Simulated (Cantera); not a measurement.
A perfectly stirred reactor is fed with CH4 : C2H6 : C3H8 : O2 : N2 = 1 : 0.082 : 0.57 : 3.95 : 14.9 (molar parts), equivalence ratio 1.3, at 1.01 bar; it is adiabatic with a 698 K inlet, and is followed from long to short residence time, starting on the burning branch (τ in s: 0.36, 0.16, 0.068, 0.029, 0.013, 0.0054, 0.0023, 0.001, 0.00043, 0.00019, 8.1e-05).

Detailed kinetics in Cantera: GRI-Mech 3.0 (53 species, 325 reactions). GRI-Mech 3.0 was tuned for natural gas; its chemistry of propane as a main component is partial and can be far from experiment.

x: mole fraction; the columns are a selection and need not sum to one.

```
τ (s)    T (K)  x CH4   x C2H6   x C3H8      x H    x H2
-------  -----  -----  -------  -------  -------  ------
0.36      2358      ?  2.92e-9  2.00e-8  0.00270  0.0355
0.16      2355      ?  6.45e-9  4.34e-8  0.00292  0.0356
0.068     2349      ?  1.47e-8  9.55e-8  0.00334  0.0357
0.029     2338      ?  3.27e-8  2.03e-7  0.00401  0.0358
0.013     2324      ?  6.84e-8  4.02e-7  0.00493  0.0359
0.0054    2303      ?  1.52e-7  8.39e-7  0.00625  0.0362
0.0023    2277      ?  3.28e-7  1.72e-6  0.00777  0.0366
0.0010    2249      ?  7.08e-7  3.57e-6  0.00929  0.0370
0.00043   2217      ?  1.60e-6  7.80e-6   0.0105  0.0375
0.00019   2181      ?  3.77e-6  1.79e-5   0.0111  0.0379
8.1e-5    2113      ?  1.11e-5  5.05e-5   0.0102  0.0387
```

Q: Fill in the missing entries.

A: 
- 0.36, x CH4: 1.18e-6
- 0.16, x CH4: 2.28e-6
- 0.068, x CH4: 4.16e-6
- 0.029, x CH4: 6.95e-6
- 0.013, x CH4: 1.09e-5
- 0.0054, x CH4: 1.80e-5
- 0.0023, x CH4: 3.11e-5
- 0.0010, x CH4: 5.73e-5
- 0.00043, x CH4: 0.000116
- 0.00019, x CH4: 0.000256
- 8.1e-5, x CH4: 0.000710
